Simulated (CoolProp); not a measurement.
The fluid at 298.15 K and 0.121 MPa expands adiabatically to 0.0128 MPa with isentropic efficiency 0.9. The same conditions are run with several fluids, on thermodynamics alone (safety and materials aside).

Values from CoolProp's reference Helmholtz-energy equation of state of each fluid (R236FA: Pan 2012; CH2F2 (R32): Tillner-Roth 1997; R152A: Outcalt 1996; nitrogen: Span 2000; dry air: Lemmon 2000). Blends and air are pseudo-pure fits.

Task: Rank R236FA, CH2F2 (R32), R152A, nitrogen, dry air by work (kJ/kg), highest first.

Result: nitrogen (132), dry air (128), CH2F2 (R32) (76.1), R152A (64.5), R236FA (29.8)

```csv
fluid,final temperature (K),final density (kg/m³)
R236FA,257.7,0.915
CH2F2 (R32),196.2,0.412
R152A,226.6,0.452
nitrogen,171.0,0.252
dry air,170.8,0.261
```
